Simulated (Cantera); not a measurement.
## Thermodynamics of silicon carbide growth, feed Si(CH3)4 + HCl + H2

Input: 1 mol Si(CH3)4, 1.3 mol HCl, 350 mol H2, equilibrated at 75.0 Torr.

These are equilibrium values from Cantera (NASA tables, ideal gas, pure condensed phases), not measurements of a reactor. Candidate condensed phases: C, C6H6, C7H8, C8H18, Si, SiC; 109 gas species. The tables' values for SiCl are old estimates; treat these amounts as uncertain. Gases not in the tables: Si2H6 and higher silanes. Kinetics and transport are ignored.

From 1098 K to 2298 K the condensed part is C(graphite) + SiC(s). At 2398 K nothing is condensed. The main Si-bearing gas is SiCl2 at 1098 K and Si at 2398 K.

```csv
T (K),log p H2,log p H,log p C2H2 (acetylene),log p HCl,log p CH4,log p Si,log p SiC2,log p SiH,n C(graphite),n SiC(s)
1098,-1.00,-8.11,-8.90,-3.44,-3.44,<-13,<-13,<-13,1.72,1.000
1198,-1.00,-7.22,-8.01,-3.44,-3.80,<-13,<-13,<-13,2.43,1.000
1298,-1.00,-6.47,-7.26,-3.44,-4.10,-12.92,<-13,-12.50,2.72,1.000
1398,-1.00,-5.83,-6.61,-3.44,-4.36,-11.43,<-13,-11.23,2.84,1.000
1498,-1.00,-5.27,-6.06,-3.44,-4.59,-10.14,-12.90,-10.13,2.90,1.000
1598,-1.00,-4.77,-5.57,-3.44,-4.79,-9.01,-11.43,-9.17,2.92,1.000
1698,-1.00,-4.34,-5.14,-3.44,-4.96,-8.02,-10.13,-8.32,2.91,1.000
1798,-1.00,-3.95,-4.77,-3.44,-5.12,-7.13,-8.97,-7.57,2.85,0.999
1898,-1.00,-3.61,-4.43,-3.44,-5.25,-6.34,-7.95,-6.90,2.71,0.997
1998,-1.00,-3.30,-4.12,-3.44,-5.38,-5.64,-7.02,-6.30,2.46,0.986
2098,-1.01,-3.02,-3.85,-3.45,-5.49,-5.00,-6.19,-5.76,2.02,0.946
2198,-1.01,-2.76,-3.61,-3.45,-5.60,-4.41,-5.43,-5.27,1.37,0.798
2298,-1.02,-2.53,-3.39,-3.46,-5.70,-3.88,-4.75,-4.83,0.519,0.297
2398,-1.03,-2.32,-3.30,-3.47,-5.86,-3.70,-4.53,-4.73,0,0
```
log p: log10 of the partial pressure in bar; n: condensed amount in mol.
